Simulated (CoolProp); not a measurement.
Vapour pressure (MPa) of vinyl chloride: the reference equation beside estimates from Tc = 151.9 °C, pc = 5.600 MPa, ω = 0.160. Clausius-Clapeyron is anchored at 6.05 °C with a constant enthalpy of vaporisation of 21.18 kJ/mol.

The numbers come from the reference Helmholtz-energy equation of state, Thol 2022 in CoolProp.

```
T (°C)  reference  Clausius-Clapeyron  Redlich-Kwong
------  ---------  ------------------  -------------
-29.25    0.05147             0.05737        0.07073
-20.45    0.07678             0.08254         0.1042
-11.55     0.1114              0.1163         0.1492
-2.75      0.1566              0.1597         0.2069
6.05       0.2148              0.2148         0.2798
14.95      0.2892              0.2848         0.3712
23.75      0.3805              0.3701         0.4814
32.55      0.4918              0.4738         0.6135
41.35      0.6259              0.5982         0.7696
```

Absolute difference from the reference over all 9 rows, mean and median: Clausius-Clapeyron 4.2 and 3.7 %, Redlich-Kwong 30.2 and 30.3 %.
